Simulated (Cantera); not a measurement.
## Catalytic combustion on Pt

An isothermal plug-flow reactor at 1050 K and 1.90 bar (inlet), inlet velocity 0.26 m/s, active area per volume 4200 1/m; feed 0.509 % CH4, 1.37 % O2, 98.1 % N2, equivalence ratio 0.75.

Detailed kinetics in Cantera: Deutschmann's 1995 Pt surface mechanism with GRI-Mech 3.0 gas chemistry. Catalytic surfaces can have several steady states; this one follows from the mechanism file's or the stated starting coverage. Mass transfer to the wall is taken as infinitely fast.

```json
[
 {"z (m)": "0.00042", "x CH4": "0.000585", "x O2": "0.00466", "x H2O": "0.00901", "x CO2": "0.00450", "x CO": "5.58e-7", "θ free Pt": "0.405", "θ O*": "0.592", "θ OH*": "0.00244"},
 {"z (m)": "0.00081", "x CH4": "5.03e-5", "x O2": "0.00359", "x H2O": "0.0101", "x CO2": "0.00504", "x CO": "4.96e-8", "θ free Pt": "0.418", "θ O*": "0.579", "θ OH*": "0.00260"},
 {"z (m)": "0.0016", "x CH4": "3.14e-7", "x O2": "0.00349", "x H2O": "0.0102", "x CO2": "0.00509", "x CO": "3.53e-10", "θ free Pt": "0.420", "θ O*": "0.578", "θ OH*": "0.00261"},
 {"z (m)": "0.003", "x CH4": "4.54e-9", "x O2": "0.00349", "x H2O": "0.0102", "x CO2": "0.00509", "x CO": "3.34e-11", "θ free Pt": "0.420", "θ O*": "0.577", "θ OH*": "0.00261"},
 {"z (m)": "0.0059", "x CH4": "5.51e-10", "x O2": "0.00349", "x H2O": "0.0102", "x CO2": "0.00509", "x CO": "2.33e-11", "θ free Pt": "0.420", "θ O*": "0.577", "θ OH*": "0.00261"},
 {"z (m)": "0.011", "x CH4": "1.32e-11", "x O2": "0.00349", "x H2O": "0.0102", "x CO2": "0.00509", "x CO": "1.91e-11", "θ free Pt": "0.420", "θ O*": "0.577", "θ OH*": "0.00261"},
 {"z (m)": "0.022", "x CH4": "3.02e-12", "x O2": "0.00348", "x H2O": "0.0102", "x CO2": "0.00509", "x CO": "1.72e-11", "θ free Pt": "0.420", "θ O*": "0.577", "θ OH*": "0.00261"},
 {"z (m)": "0.042", "x CH4": "1.72e-12", "x O2": "0.00348", "x H2O": "0.0102", "x CO2": "0.00509", "x CO": "1.86e-11", "θ free Pt": "0.420", "θ O*": "0.577", "θ OH*": "0.00261"}
]
```
x: gas mole fraction; θ: surface coverage.
